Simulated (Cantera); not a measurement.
Source: NASA polynomial tables (part measured, part estimated), evaluated in Cantera. Values are per mole of reaction as written; species without (g) are pure solids or liquids, kept so even where they would boil at 1 bar. TiC: taken at fixed stoichiometry.

Question: Between 1450 and 1800 K, where is each reaction favourable under standard conditions?
- CH₃(g) + 3 Ti₃O₅ → 3 OH(g) + TiC + 4 Ti₂O₃
- 4 CH₃(g) + 3 Ti₃O₅ → 4 C + 9 TiO(g) + 6 H₂O(g)

Answer: 
- CH₃(g) + 3 Ti₃O₅ → 3 OH(g) + TiC + 4 Ti₂O₃: ΔG° is 677 kJ at 1450 K and 579 kJ at 1800 K; it stays positive (K < 1). ΔH° is 1078 kJ and ΔS° 277 J/K at 1800 K.
- 4 CH₃(g) + 3 Ti₃O₅ → 4 C + 9 TiO(g) + 6 H₂O(g): ΔG° is 3056 kJ at 1450 K and 2456 kJ at 1800 K; it stays positive (K < 1). ΔH° is 5488 kJ and ΔS° 1684 J/K at 1800 K.
